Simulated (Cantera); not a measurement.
What does this Cantera script print?

```python
import numpy as np
import cantera as ct

gas_names = """
    CL CL2 H HCL H2 N NH NH2 NH3 N2 N2H2 N2H4 Si SiCL SiCL2 SiCL3 SiCL4 SiH SiHCL3 SiH2 SiH2CL2 SiH3
    SiH3CL SiH4 SiN Si2 Si2N Si3
""".split()
cond_names = """
    NH4CL(a) NH4CL(b) Si(cr) Si(L) Si3N4(a)
""".split()


# ... load() reads the species with a 1 bar reference pressure and builds the phases ...
atoms = {
    'SiHCl3': {'Si': 1, 'H': 1, 'CL': 3},
    'N2': {'N': 2},
    'NH3': {'N': 1, 'H': 3},
}
top_T = {'Si3N4(a)': 2400}  # K; cautious upper limits of use, not melting points


# ... equilibrate(T, P, feed) seeds the gas with the atoms and calls Mixture.equilibrate('TP', solver="vcs", rtol=1e-11, max_steps=5000) ...
results = []
feed = {'SiHCl3': 1, 'N2': 35, 'NH3': 0.00017}  # mol
P = 10000  # Pa
for T in [1498, 1523, 1548, 1573, 1598, 1623, 1648, 1673]:
    mix = equilibrate(T, P, feed)
    results.append((T, P, feed, dict(zip(mix.species_names, mix.species_moles))))
    x = sorted(zip(gas.X, gas.species_names), reverse=True)
    print(f"T = {T:g} K  P = {P:g} Pa  gas = {mix.phase_moles(0):.4g} mol")
    print("   x: " + "  ".join(f"{s} {v:.3e}" for v, s in x if v > 1e-06))
    print("   condensed (mol): " + ("  ".join(f"{mix.phase(i).name} {mix.phase_moles(i):.4g}"
          for i in range(1, mix.n_phases) if mix.phase_moles(i) > 1e-12) or "none"))
```

It prints:

```
T = 1498 K  P = 10000 Pa  gas = 36.47 mol
   x: N2 9.544e-01  HCL 2.453e-02  SiCL2 8.250e-03  SiCL4 7.063e-03  SiCL3 4.272e-03  H2 1.429e-03  SiHCL3 4.230e-05  CL 2.844e-05  H 2.054e-06
   condensed (mol): Si3N4(a) 0.09471
T = 1523 K  P = 10000 Pa  gas = 36.55 mol
   x: N2 9.532e-01  HCL 2.428e-02  SiCL2 1.066e-02  SiCL4 5.699e-03  SiCL3 4.510e-03  H2 1.526e-03  SiHCL3 4.021e-05  CL 3.644e-05  H 2.855e-06
   condensed (mol): Si3N4(a) 0.07859
T = 1548 K  P = 10000 Pa  gas = 36.63 mol
   x: N2 9.521e-01  HCL 2.395e-02  SiCL2 1.328e-02  SiCL3 4.561e-03  SiCL4 4.384e-03  H2 1.661e-03  CL 4.570e-05  SiHCL3 3.713e-05  H 3.968e-06
   condensed (mol): Si3N4(a) 0.06143
T = 1573 K  P = 10000 Pa  gas = 36.71 mol
   x: N2 9.509e-01  HCL 2.354e-02  SiCL2 1.597e-02  SiCL3 4.415e-03  SiCL4 3.210e-03  H2 1.839e-03  CL 5.609e-05  SiHCL3 3.324e-05  H 5.513e-06
   condensed (mol): Si3N4(a) 0.04419
T = 1598 K  P = 10000 Pa  gas = 36.79 mol
   x: N2 9.499e-01  HCL 2.303e-02  SiCL2 1.855e-02  SiCL3 4.100e-03  SiCL4 2.244e-03  H2 2.067e-03  CL 6.746e-05  SiHCL3 2.889e-05  H 7.652e-06  SiCL 1.048e-06
   condensed (mol): Si3N4(a) 0.02776
T = 1623 K  P = 10000 Pa  gas = 36.85 mol
   x: N2 9.490e-01  HCL 2.242e-02  SiCL2 2.089e-02  SiCL3 3.673e-03  H2 2.347e-03  SiCL4 1.507e-03  CL 7.967e-05  SiHCL3 2.445e-05  H 1.059e-05  SiCL 1.769e-06
   condensed (mol): Si3N4(a) 0.01274
T = 1648 K  P = 10000 Pa  gas = 36.91 mol
   x: N2 9.484e-01  SiCL2 2.286e-02  HCL 2.178e-02  SiCL3 3.214e-03  H2 2.648e-03  SiCL4 9.962e-04  CL 9.347e-05  SiHCL3 2.022e-05  H 1.449e-05  SiCL 2.869e-06
   condensed (mol): none
T = 1673 K  P = 10000 Pa  gas = 36.92 mol
   x: N2 9.481e-01  SiCL2 2.318e-02  HCL 2.222e-02  SiCL3 3.052e-03  H2 2.423e-03  SiCL4 8.381e-04  CL 1.270e-04  H 1.773e-05  SiHCL3 1.640e-05  SiCL 3.663e-06
   condensed (mol): none
```

Equilibrium computed with Cantera from the NASA thermochemical tables; the gas is ideal and each condensed phase is pure. The tables' values for SiCl3 are old estimates; treat these amounts as uncertain.
